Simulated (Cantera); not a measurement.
Charge: 1 mol AlN, 0.25 mol O₂, 2.8 mol N₂, held at 502 °C and 1.70 mbar.

Equilibrium computed with Cantera from the NASA thermochemical tables; the gas is ideal and each condensed phase is pure. Candidate condensed phases: Al, AlN, Al₂O₃; 16 gas species. Kinetics and transport are ignored.

Base state: N₂ 1.00 (mole fractions); condensed: AlN(s) + Al₂O₃(s).

Problem. What changes in the equilibrium state with this change: temperature from 502 °C to 1727 °C?

Solution. 
```csv
species,before,after
N₂,1.00,0.850
Al,<1e-9,0.0868
Al₂O,<1e-9,0.0636
AlO,<1e-9,1.62e-5
"AlN(s), mol",0.667,0
"Al₂O₃(s), mol",0.167,0.0843
```
